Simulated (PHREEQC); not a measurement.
Consider water at 20 °C with 5.9 mmol/kgw CuCl2, 0.41 mmol/kgw HBF4 and 55 mmol/kgw NaCl. Closed to the air; pH follows from the charge balance.

Equilibrium calculation in PHREEQC: ion-association model, phreeqc.dat.

Precipitation was switched off in this run.

Order these Cu species by the share of Cu that they hold, largest first: Cu+2, CuF+, CuCl2, CuCl+.

Cu+2 (94 %), CuCl+ (5.7 %), CuF+ (0.59 %), CuCl2 (0.12 %)

The pH is 3.12 and the ionic strength 0.0728 mol/kgw. Species that the database lacks are ignored. Real BF4- forms and hydrolyses slowly; the run takes it at equilibrium.
